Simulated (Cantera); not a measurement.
Mixture: H₂ : O₂ : N₂ = 1 : 0.263 : 0.989 (molar parts), at 10.0 bar, adiabatic and at constant pressure. Ignition delay is the time to a rise of 400 K.

Detailed kinetics in Cantera: GRI-Mech 3.0 (53 species, 325 reactions). The hydrogen kinetics of GRI-Mech 3.0 are dated; newer H2 mechanisms differ, most at raised pressure. Where the delays flatten at high temperature, the 400 K rule measures the pace of heat release, not the induction time.

Task: Predict: delay at 1323 K; delay at 1523 K; delay at 1723 K; delay at 1923 K.

Result: 
| Quantity | Result |
|---|---|
| delay at 1323 K | 4.48 µs |
| delay at 1523 K | 1.45 µs |
| delay at 1723 K | 0.815 µs |
| delay at 1923 K | 0.577 µs |
